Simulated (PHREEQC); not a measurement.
A made-up water analysis in mmol/kgw, 25 °C, pH 6.49, pe 12.8: Na 1.53; K 0.586; Ca 0.474; Mg 0.824; Cl 3.28; S(6) 0.474; Alkalinity (meq/kgw) 0.329; Cu(2) 0.000886.

Na is adjusted to close the charge balance.
Valence states are taken as typed.

Model: ion-association model, phreeqc.dat, run in PHREEQC.

Precipitation was switched off in this run.

Order these Cu species by the share of Cu that they hold, largest first: CuSO4, CuHCO3+, Cu+2, Cu(OH)2, CuCO3.

Cu+2 (66 %), CuCO3 (11 %), Cu(OH)2 (9.6 %), CuHCO3+ (7.9 %), CuSO4 (2.9 %)

Order these S species by the share of S that they hold, largest first: KSO4-, SO4-2, CaSO4, NaSO4-, MgSO4.

SO4-2 (87 %), MgSO4 (8.4 %), CaSO4 (3.7 %), NaSO4- (0.43 %), KSO4- (0.26 %)

The pH is 6.49 and the ionic strength 0.00609 mol/kgw.
